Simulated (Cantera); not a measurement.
A closed system holds: 1 mol Cr, 0.099 mol H2O, 60 mol N2, held at 0.000400 bar.

These are equilibrium values from Cantera (NASA tables, ideal gas, pure condensed phases), not measurements of a reactor. Candidate condensed phases: Cr, CrN, Cr2N, Cr2O3, H2O; 29 gas species. Mutual solubility and eutectic melting of coexisting phases are not modelled. Equilibrium is a limit: real reactors are often held back by kinetics, nucleation or transport. All values below are at 1202 °C.

Base state: N2 0.998, H2 0.00163, Cr 0.000833, H 2.62e-5 (mole fractions); condensed: Cr(s) + Cr2O3(s).

Question: What changes in the equilibrium state with this change: H2O from 0.099 to 0.2 mol?

Answer: 
```json
[
 {"species": "N2", "before": "0.998", "after": "0.996"},
 {"species": "H2", "before": "0.00163", "after": "0.00330"},
 {"species": "Cr", "before": "0.000833", "after": "0.000833"},
 {"species": "H", "before": "2.62e-5", "after": "3.72e-5"},
 {"species": "Cr(s), mol", "before": "0.884", "after": "0.817"},
 {"species": "Cr2O3(s), mol", "before": "0.0330", "after": "0.0666"}
]
```

Question: What changes in the equilibrium state with this change: pressure from 0.000400 bar to 1.90e-5 bar?

Answer: 
```
species          before     after
-------------  --------  --------
N2                0.998     0.983
Cr             0.000833    0.0153
H2              0.00163   0.00156
H               2.62e-5  0.000118
Cr(s), mol        0.884         0
Cr2O3(s), mol    0.0330    0.0329
```
